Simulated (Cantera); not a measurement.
A Cantera script and what it prints.

```python
import numpy as np
import cantera as ct

gas_names = [...]  # 71 gases of nasa_gas.yaml made of F, H, O, S
cond_names = """
    H2O(s) H2O(L) H2SO4(L) S(cr1) S(cr2) S(L)
""".split()


# ... load() reads the species with a 1 bar reference pressure and builds the phases ...
atoms = {
    'SF6': {'S': 1, 'F': 6},
    'H2O': {'H': 2, 'O': 1},
}
top_T = {}  # K; cautious upper limits of use, not melting points


# ... equilibrate(T, P, feed) seeds the gas with the atoms and calls Mixture.equilibrate('TP', solver="vcs", rtol=1e-11, max_steps=5000) ...
results = []
feed = {'SF6': 1, 'H2O': 3.6}  # mol
P = 140  # Pa
for T in [3000, 3250, 3500, 3750, 4000, 4250, 4500, 4750, 5000]:
    mix = equilibrate(T, P, feed)
    results.append((T, P, feed, dict(zip(mix.species_names, mix.species_moles))))

top = {s: max(r[3][s] / sum(r[3][g] for g in gas_names) for r in results) for s in gas_names}
cols = sorted((s for s in top if top[s] > 0.0001), key=lambda s: -top[s])[:8]
seen = [c for c in cond_names if any(r[3].get(c, 0) > 1e-12 for r in results)]
print("log10 of partial pressures in bar; condensed amounts in mol")
print(f"{'T/K':>10s}" + "".join(f"{s[:9]:>10s}" for s in cols + seen))
for T, P, feed, n in results:
    ng = sum(n[g] for g in gas_names)
    print(f"{T:10.4g}" + "".join(f"{np.log10(max(n[s] / ng * P / 1e5, 1e-99)):10.3f}" for s in cols)
          + "".join(f"{n.get(c, 0):10.4g}" for c in seen))
```

Output:

```
log10 of partial pressures in bar; condensed amounts in mol
       T/K         H         F        HF         O         S        SO        O2        OH
      3000    -3.500    -3.686    -3.375    -3.479    -4.074    -4.723    -5.066    -5.163
      3250    -3.336    -3.442    -3.765    -3.507    -4.069    -5.464    -5.810    -5.632
      3500    -3.272    -3.357    -4.300    -3.535    -4.093    -6.130    -6.456    -6.115
      3750    -3.254    -3.334    -4.856    -3.544    -4.101    -6.682    -6.986    -6.557
      4000    -3.249    -3.329    -5.367    -3.547    -4.104    -7.154    -7.439    -6.951
      4250    -3.248    -3.327    -5.825    -3.548    -4.105    -7.569    -7.836    -7.300
      4500    -3.247    -3.327    -6.235    -3.548    -4.106    -7.938    -8.188    -7.611
      4750    -3.247    -3.326    -6.603    -3.548    -4.108    -8.269    -8.503    -7.890
      5000    -3.247    -3.327    -6.935    -3.548    -4.112    -8.570    -8.787    -8.142
```

These are equilibrium values from Cantera (NASA tables, ideal gas, pure condensed phases), not measurements of a reactor.
